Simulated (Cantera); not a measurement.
Cantera run:

```python
import numpy as np
import cantera as ct

gas_names = """
    H OH
""".split()
cond_names = """
    CaO(s) CaO(L) Ca(a) Ca(b) Ca(L)
""".split()


# ... load() reads the species with a 1 bar reference pressure and builds the phases ...
species = {s.name: s for s in load("nasa_gas.yaml", gas_names) + load("nasa_condensed.yaml", cond_names)}
# Each term lists the table entries of one substance; the one whose range holds T is used.
reactions = {
    'H(g) + CaO = OH(g) + Ca':
        [(-1, ['H']), (-1, ['CaO(s)', 'CaO(L)']), (1, ['OH']), (1, ['Ca(a)', 'Ca(b)', 'Ca(L)'])],
}


def pick(names, T):
    return next(species[n] for n in names if species[n].thermo.min_temp <= T <= species[n].thermo.max_temp)


results = []
for label, terms in reactions.items():
    print(label)
    print("     T/K   dH/kJ  dS/(J/K)   dG/kJ   log10 K")
    for T in [1648, 1698, 1748, 1798, 1848]:
        used = [(nu, pick(names, T)) for nu, names in terms]
        dH = sum(nu * s.thermo.h(T) for nu, s in used) / 1e6
        dS = sum(nu * s.thermo.s(T) for nu, s in used) / 1e3
        dG = dH - T * dS / 1e3
        logK = -dG * 1e6 / (ct.gas_constant * T * np.log(10))
        results.append((label, T, dH, dS, dG, logK, [s.name for _, s in used]))
        print(f"{T:8g} {dH:8.1f} {dS:8.1f} {dG:8.1f} {logK:8.2f}")
```

It prints:

```
H(g) + CaO = OH(g) + Ca
     T/K   dH/kJ  dS/(J/K)   dG/kJ   log10 K
    1648    453.5     65.4    345.7   -10.96
    1698    453.2     65.2    342.4   -10.53
    1748    452.9     65.0    339.2   -10.14
    1798    452.6     64.9    335.9    -9.76
    1848    452.2     64.7    332.7    -9.40
```

Standard-state values (1 bar) from the NASA 1993 polynomials, evaluated with Cantera. Condensed species are held in their standard states even where they would react or evaporate.
